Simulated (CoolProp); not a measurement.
Vapour-liquid equilibrium of cyclohexane (1) + n-nonane (2) at 361.2 K; x and y are mole fractions of (1).

Computed with CoolProp (multi-fluid Helmholtz-energy mixture model, Zhou 2014 and Lemmon 2006; pair parameters Bell 2016).

Question: Give the bubble pressure and the first vapour's composition at x = 0.35, 0.5, 0.65. Is there an azeotrope?

Answer: x = 0.35: 0.05127 MPa, y = 0.821; x = 0.5: 0.06725 MPa, y = 0.893; x = 0.65: 0.08408 MPa, y = 0.940. No azeotrope shows between x = 0.05 and 0.95.

Pair parameters are fitted to limited data, so mixtures are less certain than the pure fluids. The gap from Raoult's law changes sign with composition, which may be real or a fault of the pair parameters; it wasn't checked against measurements.
